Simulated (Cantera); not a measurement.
What does this Cantera script print?

```python
import numpy as np
import cantera as ct

gas_names = """
    C CH CH2 CH3 CH2OH CH3O CH4 CH3OH CO COS CO2 COOH CS CS2 C2 C2H CHCO,ketyl C2H2,acetylene
    C2H2,vinylidene CH2CO,ketene C2H3,vinyl CH3CO,acetyl C2H4 C2H4O,ethylen CH3CHO,ethanal CH3COOH
    (HCOOH)2 C2H5 C2H6 CH3OCH3 C2H5OH C2O C3 C3H3,propargyl C3H4,allene C3H4,propyne C3H4,cyclo-
    C3H5,allyl C3H6,propylene C3H6,cyclo- C3H6O C3H7,n-propyl C3H7,i-propyl C3H8 C3H8O,1propanol
    C3H8O,2propanol C3O2 C4 C4H2 C4H4,1,3-cyclo- C4H6,butadiene C4H6,2-butyne C4H6,cyclo- C4H8,1-butene
    C4H8,cis2-buten C4H8,tr2-butene C4H8,isobutene C4H8,cyclo- (CH3COOH)2 C4H9,n-butyl C4H9,i-butyl
    C4H9,s-butyl C4H9,t-butyl C4H10,isobutane C4H10,n-butane C5 C5H6,1,3cyclo- C5H8,cyclo-
    C5H10,1-pentene C5H10,cyclo- C5H11,pentyl C5H11,t-pentyl C5H12,n-pentane C5H12,i-pentane
    CH3C(CH3)2CH3 C6H2 C6H5,phenyl C6H5O,phenoxy C6H6 C6H5OH,phenol C6H10,cyclo- C6H12,1-hexene
    C6H12,cyclo- C6H13,n-hexyl C7H7,benzyl C7H8 C7H8O,cresol C7H14,1-heptene C7H15,n-heptyl
    C7H16,n-heptane C8H8,styrene C8H10,ethylbenz C8H16,1-octene C8H17,n-octyl C8H18,isooctane
    C8H18,n-octane C9H19,n-nonyl C10H8,naphthale C10H21,n-decyl C12H9,o-bipheny C12H10,bipheny H HCO HO2
    H2 HCHO,formaldehy HCOOH H2O H2O2 H2S H2SO4 O OH O2 O3 S SH SO SO2 SO3 S2 S2O S8
""".split()
cond_names = """
    C(gr) C6H6(L) C7H8(L) C8H18(L),n-octa H2O(s) H2O(L) H2SO4(L) S(cr1) S(cr2) S(L)
""".split()


def load(file, names, dense=False):
    # The tables refer to 1 bar. Condensed volumes are neglected.
    table = {s.name: s for s in ct.Species.list_from_file(file)}
    out = []
    for n in names:
        d = dict(table[n].input_data)
        d["thermo"] = dict(d["thermo"], **{"reference-pressure": 1e5})
        if dense:
            d["equation-of-state"] = {"model": "constant-volume", "density": "1e6 g/cm^3"}
        out.append(ct.Species.from_dict(d))
    return out


gas = ct.Solution(thermo="ideal-gas", species=load("nasa_gas.yaml", gas_names))
cond = {s.name: ct.Solution(thermo="fixed-stoichiometry", species=[s], name=s.name)
        for s in load("nasa_condensed.yaml", cond_names, dense=True)}
atoms = {
    'CS2': {'C': 1, 'S': 2},
    'H2O': {'H': 2, 'O': 1},
    'O2': {'O': 2},
}
top_T = {'C(gr)': 4500}  # K; cautious upper limits of use, not melting points


def equilibrate(T, P, feed):
    n = {}
    for name, mol in feed.items():
        for a, k in atoms[name].items():
            n[a] = n.get(a, 0.0) + k * mol
    gas.TPX = T, P, n
    mass = sum(n.values()) * gas.mean_molecular_weight
    gas.equilibrate("TP")
    valid = [c for c in cond.values() if c.min_temp <= T <= top_T.get(c.name, c.max_temp)]
    mix = ct.Mixture([(gas, mass / gas.mean_molecular_weight)] + [(c, 0.0) for c in valid])
    mix.T, mix.P = T, P
    mix.equilibrate("TP", solver="vcs", rtol=1e-11, max_steps=5000)
    return mix


results = []
feed = {'CS2': 1, 'H2O': 5.9, 'O2': 0.071}  # mol
P = 69  # Pa
for T in [1748, 1823, 1898, 1973, 2048, 2123, 2198, 2273, 2348, 2423, 2498]:
    mix = equilibrate(T, P, feed)
    results.append((T, P, feed, dict(zip(mix.species_names, mix.species_moles))))
    x = sorted(zip(gas.X, gas.species_names), reverse=True)
    print(f"T = {T:g} K  P = {P:g} Pa  gas = {mix.phase_moles(0):.4g} mol")
    print("   x: " + "  ".join(f"{s} {v:.3e}" for v, s in x if v > 1e-05))
    print("   condensed (mol): " + ("  ".join(f"{mix.phase(i).name} {mix.phase_moles(i):.4g}"
          for i in range(1, mix.n_phases) if mix.phase_moles(i) > 1e-12) or "none"))
```

Output:

```
T = 1748 K  P = 69 Pa  gas = 8.458 mol
   x: H2O 3.498e-01  H2 3.401e-01  SO2 9.450e-02  CO 9.201e-02  S2 4.966e-02  SO 3.055e-02  CO2 2.620e-02  H 5.072e-03  SH 4.893e-03  S 4.089e-03  H2S 2.578e-03  OH 3.044e-04  S2O 2.503e-04  COS 2.420e-05
   condensed (mol): none
T = 1823 K  P = 69 Pa  gas = 8.57 mol
   x: H2 3.538e-01  H2O 3.249e-01  SO2 9.943e-02  CO 9.449e-02  SO 4.155e-02  S2 3.898e-02  CO2 2.219e-02  H 9.811e-03  S 6.706e-03  SH 5.453e-03  H2S 1.839e-03  OH 6.270e-04  S2O 2.115e-04  COS 1.726e-05  O 1.336e-05
   condensed (mol): none
T = 1898 K  P = 69 Pa  gas = 8.697 mol
   x: H2 3.623e-01  H2O 3.024e-01  SO2 1.018e-01  CO 9.592e-02  SO 5.337e-02  S2 2.867e-02  CO2 1.905e-02  H 1.791e-02  S 1.014e-02  SH 5.739e-03  H2S 1.275e-03  OH 1.223e-03  S2O 1.681e-04  O 4.543e-05  O2 1.656e-05  COS 1.203e-05
   condensed (mol): none
T = 1973 K  P = 69 Pa  gas = 8.844 mol
   x: H2 3.643e-01  H2O 2.826e-01  SO2 1.017e-01  CO 9.639e-02  SO 6.478e-02  H 3.100e-02  S2 1.940e-02  CO2 1.668e-02  S 1.410e-02  SH 5.654e-03  OH 2.283e-03  H2S 8.477e-04  O 1.430e-04  S2O 1.240e-04  O2 4.800e-05
   condensed (mol): none
T = 2048 K  P = 69 Pa  gas = 9.017 mol
   x: H2 3.582e-01  H2O 2.654e-01  SO2 9.977e-02  CO 9.595e-02  SO 7.438e-02  H 5.102e-02  S 1.796e-02  CO2 1.494e-02  S2 1.190e-02  SH 5.180e-03  OH 4.117e-03  H2S 5.335e-04  O 4.234e-04  O2 1.345e-04  S2O 8.432e-05
   condensed (mol): none
T = 2123 K  P = 69 Pa  gas = 9.232 mol
   x: H2 3.434e-01  H2O 2.496e-01  SO2 9.628e-02  CO 9.462e-02  SO 8.116e-02  H 8.003e-02  S 2.108e-02  CO2 1.370e-02  OH 7.193e-03  S2 6.640e-03  SH 4.414e-03  O 1.189e-03  O2 3.674e-04  H2S 3.166e-04  S2O 5.296e-05
   condensed (mol): none
T = 2198 K  P = 69 Pa  gas = 9.516 mol
   x: H2 3.198e-01  H2O 2.323e-01  H 1.199e-01  CO 9.237e-02  SO2 9.138e-02  SO 8.488e-02  S 2.320e-02  CO2 1.272e-02  OH 1.211e-02  SH 3.547e-03  S2 3.463e-03  O 3.166e-03  O2 9.700e-04  H2S 1.788e-04  S2O 3.137e-05
   condensed (mol): none
T = 2273 K  P = 69 Pa  gas = 9.918 mol
   x: H2 2.885e-01  H2O 2.094e-01  H 1.718e-01  CO 8.911e-02  SO 8.598e-02  SO2 8.459e-02  S 2.464e-02  OH 1.936e-02  CO2 1.172e-02  O 7.910e-03  SH 2.756e-03  O2 2.405e-03  S2 1.777e-03  H2S 9.810e-05  S2O 1.814e-05
   condensed (mol): none
T = 2348 K  P = 69 Pa  gas = 10.51 mol
   x: H2 2.509e-01  H 2.355e-01  H2O 1.771e-01  SO 8.508e-02  CO 8.473e-02  SO2 7.483e-02  OH 2.858e-02  S 2.620e-02  O 1.813e-02  CO2 1.039e-02  O2 5.323e-03  SH 2.141e-03  S2 9.611e-04  H2S 5.387e-05  S2O 1.067e-05
   condensed (mol): none
T = 2423 K  P = 69 Pa  gas = 11.39 mol
   x: H 3.087e-01  H2 2.091e-01  H2O 1.348e-01  SO 8.245e-02  CO 7.925e-02  SO2 6.123e-02  OH 3.763e-02  O 3.704e-02  S 2.898e-02  O2 9.864e-03  CO2 8.546e-03  SH 1.718e-03  S2 5.883e-04  H2S 3.044e-05
   condensed (mol): none
T = 2498 K  P = 69 Pa  gas = 12.6 mol
   x: H 3.852e-01  H2 1.649e-01  H2O 8.876e-02  SO 7.771e-02  CO 7.304e-02  O 6.594e-02  SO2 4.476e-02  OH 4.288e-02  S 3.400e-02  O2 1.457e-02  CO2 6.350e-03  SH 1.442e-03  S2 4.225e-04  H2S 1.777e-05
   condensed (mol): none
```

Equilibrium computed with Cantera from the NASA thermochemical tables; the gas is ideal and each condensed phase is pure.
